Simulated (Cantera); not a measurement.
Thermodynamics of hydrogen reduction and annealing atmospheres, feed V₂O₃ + H₂

Input: 1 mol V₂O₃, a varied amount of H₂, equilibrated at 0.230 bar.

Cantera equilibrium calculation (NASA polynomials, part measured and part estimated; ideal gas, pure solids and liquids). Candidate condensed phases: H₂O, V, VO, V₂O₃, V₂O₄, V₂O₅; 12 gas species. Mutual solubility and eutectic melting of coexisting phases are not modelled. VO: taken at fixed stoichiometry. Condensed phases not in the tables: the oxides between V₂O₃ and V₂O₅ other than VO₂. Rates play no part.

Stable condensed phases:

```
T in K \ n(H₂) in mol
         2.1   4 7.8  15  29  57 110 210 410 800
   1675    A   A   A   A   A   A   A   B   B   B
   1625    A   A   A   A   A   A   A   B   B   B
   1575    A   A   A   A   A   A   A   B   B   B
   1525    A   A   A   A   A   A   A   A   B   B
   1475    A   A   A   A   A   A   A   A   B   B
   1425    A   A   A   A   A   A   A   A   A   B
   1375    A   A   A   A   A   A   A   A   A   B
   1325    A   A   A   A   A   A   A   A   A   A
   1275    A   A   A   A   A   A   A   A   A   A
   1225    A   A   A   A   A   A   A   A   A   A
   1175    A   A   A   A   A   A   A   A   A   A
```

A: VO + V₂O₃; B: VO.
